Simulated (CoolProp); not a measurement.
Saturated liquid density (kg/m³) of dimethyl carbonate: the reference equation beside estimates from Tc = 283.9 °C, pc = 4.909 MPa, ω = 0.346.

Values from CoolProp's reference Helmholtz-energy equation of state, Zhou 2011.

```tsv
T (°C)	reference	van der Waals	Redlich-Kwong	Soave-Redlich-Kwong	Peng-Robinson
16.45	1074	618.9	917.7	948.8	1067
20.65	1069	(withheld)	913.2	944.9	1063
24.85	1063	613.4	908.6	941.0	1059
29.05	(withheld)	(withheld)	904.0	937.1	1055
33.25	1052	607.9	899.3	933.0	1051
37.45	1047	(withheld)	894.5	928.9	1046
41.55	1041	(withheld)	889.8	924.8	1042
45.75	1035	599.3	884.8	(withheld)	1037
49.95	1030	596.4	879.9	916.2	1033
```

**Question.** What belongs in the gaps?

**Answer.** 
- 20.65, van der Waals: 616.2
- 29.05, reference: 1058
- 29.05, van der Waals: 610.7
- 37.45, van der Waals: 605.0
- 41.55, van der Waals: 602.2
- 45.75, Soave-Redlich-Kwong: 920.5

Absolute difference from the reference over all 9 rows, mean and median: van der Waals 42.2 and 42.2 %, Redlich-Kwong 14.5 and 14.6 %, Soave-Redlich-Kwong 11.3 and 11.3 %, Peng-Robinson 0.3 and 0.3 %.
